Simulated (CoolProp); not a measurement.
Decamethyltetrasiloxane (MD2M) along the isotherm 441.6 K: Z from the reference equation and from simpler models built on Tc = 599.4 K, pc = 1144 kPa, ω = 0.635; each cubic takes its own stable root.

Model: reference Helmholtz-energy equation of state, Thol 2017, in CoolProp.

```csv
p (kPa),phase,reference
5.43,gas,0.9956
8.19,gas,0.9933
12.3,gas,0.9899
18.6,gas,0.9846
28.1,gas,0.9765
42.4,gas,0.9641
64,liquid,0.007751
96.5,liquid,0.01169
146,liquid,0.01767
220,liquid,0.02662
331,liquid,0.04002
500,liquid,0.06039
754,liquid,0.09092
1140,liquid,0.1371
1720,liquid,0.2062
```

Task: How far does each simpler model (van der Waals, Redlich-Kwong, Soave-Redlich-Kwong, Peng-Robinson) lie from the reference over these 15 states: mean and median of the absolute difference, and the worst?

Result: 
- van der Waals: mean 1930.3 %, median 72.4 %, worst +12348.7 % at 441.6 K and 64 kPa
- Redlich-Kwong: mean 1673.2 %, median 21.2 %, worst +12201.6 % at 441.6 K and 64 kPa
- Soave-Redlich-Kwong: mean 6.9 %, median 11.0 %, worst +11.7 % at 441.6 K and 64 kPa
- Peng-Robinson: mean 0.9 %, median 1.3 %, worst -1.8 % at 441.6 K and 1720 kPa

At some of these states van der Waals, Redlich-Kwong gives the other phase, because its saturation line lies elsewhere.
